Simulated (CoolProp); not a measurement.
Cyclopropane along the isobar 0.609 MPa: fugacity coefficient from the reference equation and from simpler models built on Tc = 398.7 K, pc = 5.605 MPa, ω = 0.131; each cubic takes its own stable root.

Model: reference Helmholtz-energy equation of state, Polt 1992, in CoolProp. This equation is an older, rougher fit.

```csv
T (K),phase,reference,Redlich-Kwong,Soave-Redlich-Kwong,Peng-Robinson
389.9,gas,0.9602,0.9608,0.9606,0.9565
397.5,gas,0.9625,0.9629,0.9629,0.9589
405,gas,0.9646,0.9649,0.9650,0.9610
412.6,gas,0.9665,0.9667,0.9670,0.9631
420.1,gas,0.9683,0.9684,0.9688,0.9650
427.7,gas,0.9699,0.9700,0.9706,0.9668
435.2,gas,0.9714,0.9715,0.9722,0.9685
442.8,gas,0.9728,0.9729,0.9737,0.9701
450.3,gas,0.9741,0.9743,0.9751,0.9716
457.9,gas,0.9753,0.9755,0.9765,0.9730
465.4,gas,0.9764,0.9767,0.9778,0.9743
473,gas,0.9774,0.9778,0.9790,0.9756
```
